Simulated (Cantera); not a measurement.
**Adiabatic ignition**

An adiabatic, constant-volume homogeneous reactor starts with CH4 : H2 : O2 : N2 = 1 : 0.55 : 1.62 : 6.11 (molar parts), equivalence ratio 1.4, at 1025 K and 10.0 bar.

Detailed kinetics in Cantera: GRI-Mech 3.0 (53 species, 325 reactions).

| t (s) | T (K) | P (bar) | x CH4 | x H2 | x O2 | x CO | x OH | x CO2 |
|---|---|---|---|---|---|---|---|---|
| 1.00e-6 | 1025 | 10.0 | 0.108 | 0.0593 | 0.175 | <1e-12 | <1e-12 | <1e-12 |
| 2.63e-6 | 1025 | 10.0 | 0.108 | 0.0593 | 0.175 | <1e-12 | 1.18e-12 | <1e-12 |
| 6.92e-6 | 1025 | 10.0 | 0.108 | 0.0593 | 0.175 | <1e-12 | 1.67e-12 | <1e-12 |
| 1.82e-5 | 1025 | 10.0 | 0.108 | 0.0593 | 0.175 | <1e-12 | 2.55e-12 | <1e-12 |
| 4.79e-5 | 1025 | 10.0 | 0.108 | 0.0593 | 0.175 | <1e-12 | 3.63e-12 | <1e-12 |
| 0.000126 | 1025 | 10.0 | 0.108 | 0.0593 | 0.175 | <1e-12 | 5.66e-12 | <1e-12 |
| 0.000331 | 1025 | 10.0 | 0.108 | 0.0593 | 0.175 | 5.14e-12 | 1.54e-11 | <1e-12 |
| 0.000872 | 1025 | 10.0 | 0.108 | 0.0593 | 0.175 | 1.30e-10 | 9.09e-11 | <1e-12 |
| 0.00229 | 1025 | 10.0 | 0.108 | 0.0592 | 0.175 | 6.93e-8 | 2.42e-9 | 2.27e-10 |
| 0.00603 | 2898 | 29.6 | 6.94e-11 | 0.0643 | 0.000304 | 0.0725 | 0.00491 | 0.0303 |
| 0.0159 | 2898 | 29.6 | 6.95e-11 | 0.0643 | 0.000303 | 0.0725 | 0.00491 | 0.0303 |
| 0.0418 | 2898 | 29.6 | 6.95e-11 | 0.0643 | 0.000303 | 0.0725 | 0.00491 | 0.0303 |
| 0.110 | 2898 | 29.6 | 6.95e-11 | 0.0643 | 0.000303 | 0.0725 | 0.00491 | 0.0303 |
| 0.289 | 2898 | 29.6 | 6.95e-11 | 0.0643 | 0.000303 | 0.0725 | 0.00491 | 0.0303 |
| 0.760 | 2898 | 29.6 | 6.95e-11 | 0.0643 | 0.000303 | 0.0725 | 0.00491 | 0.0303 |
| 2.00 | 2898 | 29.6 | 6.95e-11 | 0.0643 | 0.000303 | 0.0725 | 0.00491 | 0.0303 |
x: mole fraction; the columns are a selection and need not sum to one.

```json
{
  "time_of_steepest_temperature_rise": "5.77 ms",
  "temperature at 2.00 s": "2898 K",
  "equilibrium_temperature": "2898 K",
  "x(CH4) at 2.00 s": "6.95e-11 (gas-phase equilibrium 7.89e-11)",
  "x(H2) at 2.00 s": "0.0643 (gas-phase equilibrium 0.0643)",
  "x(O2) at 2.00 s": "0.000303 (gas-phase equilibrium 0.000303)"
}
```
